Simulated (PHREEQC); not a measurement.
Consider water at 15 °C and 300 atm with 0.21 mol/kgw Cu(NO3)2, 0.0091 mol/kgw HNO3 and 8.6e-05 mol/kgw FeCl3. Closed to the air; pH follows from the charge balance.

The numbers come from PHREEQC with the ion-association model, phreeqc.dat.

No solid was allowed to form.

Problem. What pH, specific conductance, activity of water does the model give?

Solution. pH 2.16; specific conductance 27300 µS/cm; activity of water 0.989.

Problem. In which forms is Fe present?

Solution. Fe+3 79 %, FeOH+2 21 % of the Fe.

The solution is supersaturated, for example in Hematite (slow to form), Goethite (slow to form), so a real one may precipitate; this is no full list. Under pressure, the constants of complexes without a molar volume in the database are unreliable.
